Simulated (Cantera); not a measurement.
Mixture: CH₄ : CO : O₂ : N₂ : CO₂ = 1 : 0.34 : 1.81 : 6.8 : 1 (molar parts), equivalence ratio 1.2, at 0.460 bar, adiabatic and at constant pressure. Ignition delay is the time to a rise of 400 K.

Model: GRI-Mech 3.0 (53 species, 325 reactions), integrated in Cantera.

Task: Predict: delay at 1098 K; delay at 1198 K; delay at 1298 K; delay at 1398 K; apparent activation energy between 1348 and 1448 K.

Result: 
* **delay at 1098 K**: 0.729 s
* **delay at 1198 K**: 0.138 s
* **delay at 1298 K**: 31.2 ms
* **delay at 1398 K**: 8.38 ms
* **apparent activation energy between 1348 and 1448 K**: 200 kJ/mol
